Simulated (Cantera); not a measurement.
## Hydrocarbon pyrolysis for carbon deposition

A perfectly stirred reactor is fed with C₂H₆ : N₂ = 1 : 2.2 (molar parts), at 0.0267 bar; it is held at 1598 K, and followed from long to short residence time.

Model: GRI-Mech 3.0 (53 species, 325 reactions), integrated in Cantera. GRI-Mech 3.0 stops at C3 and has no aromatics, soot or wall deposition, so with more carbon than oxygen in the feed, carbon stays in small species such as C2H2 where larger ones or solid carbon would form. Radical loss at walls, strong at low pressure, is not modelled.

```
τ (s)     x C₂H₆    x HCN       x H   x H₂    x C₂H₄   x CH₄    x C₂H
------  --------  -------  --------  -----  --------  ------  -------
3.6      5.08e-5  3.44e-6  0.000369  0.358  0.000551  0.0229  6.31e-7
1.8      9.52e-5  2.84e-6  0.000403  0.351  0.000830  0.0287  6.95e-7
0.87    0.000185  2.26e-6  0.000437  0.342   0.00137  0.0364  7.63e-7
0.43    0.000353  1.77e-6  0.000470  0.330   0.00233  0.0456  8.30e-7
0.21    0.000683  1.35e-6  0.000503  0.316   0.00407  0.0568  9.00e-7
0.10     0.00135  1.01e-6  0.000537  0.298   0.00729  0.0698  9.75e-7
0.051    0.00252  7.66e-7  0.000568  0.279    0.0122  0.0824  1.04e-6
0.025    0.00487  5.73e-7  0.000600  0.255    0.0206  0.0952  1.10e-6
0.012    0.00959  4.27e-7  0.000627  0.228    0.0338   0.106  1.13e-6
0.0061    0.0179  3.28e-7  0.000643  0.200    0.0501   0.111  1.09e-6
0.0030    0.0340  2.49e-7  0.000640  0.168    0.0693   0.107  9.58e-7
```
x: mole fraction; the columns are a selection and need not sum to one.
